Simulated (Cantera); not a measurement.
Mixture: CH₄ : H₂ : O₂ : N₂ = 1 : 0.7 : 2.35 : 8.84 (molar parts), equivalence ratio 1.0, at 1.78 atm, adiabatic and at constant pressure. Ignition delay is the time to a rise of 400 K.

Detailed kinetics in Cantera: GRI-Mech 3.0 (53 species, 325 reactions).

What does this change do: CH4 1 to 2.4 parts?


| quantity | before | after |
|---|---|---|
| delay at 1175 K | 1.16 ms | 6.37 ms |
| delay at 1275 K | 0.512 ms | 2.58 ms |
| delay at 1375 K | 0.245 ms | 1.06 ms |
| delay at 1475 K | 0.128 ms | 0.452 ms |
| delay at 1575 K | 72.0 µs | 0.208 ms |
| apparent activation energy between 1525 and 1625 K | 110 kJ/mol | 150 kJ/mol |

What does this change do: H2 0.7 to 1.1 parts?


| quantity | before | after |
|---|---|---|
| delay at 1175 K | 1.16 ms | 0.670 ms |
| delay at 1275 K | 0.512 ms | 0.299 ms |
| delay at 1375 K | 0.245 ms | 0.149 ms |
| delay at 1475 K | 0.128 ms | 81.0 µs |
| delay at 1575 K | 72.0 µs | 47.9 µs |
| apparent activation energy between 1525 and 1625 K | 110 kJ/mol | 100 kJ/mol |

What does this change do: constant volume in place of constant pressure?


```
quantity                                                before       after
--------------------------------------------------  ----------  ----------
delay at 1175 K                                        1.16 ms     1.03 ms
delay at 1275 K                                       0.512 ms    0.458 ms
delay at 1375 K                                       0.245 ms    0.222 ms
delay at 1475 K                                       0.128 ms    0.117 ms
delay at 1575 K                                        72.0 µs     66.4 µs
apparent activation energy between 1525 and 1625 K  110 kJ/mol  110 kJ/mol
```
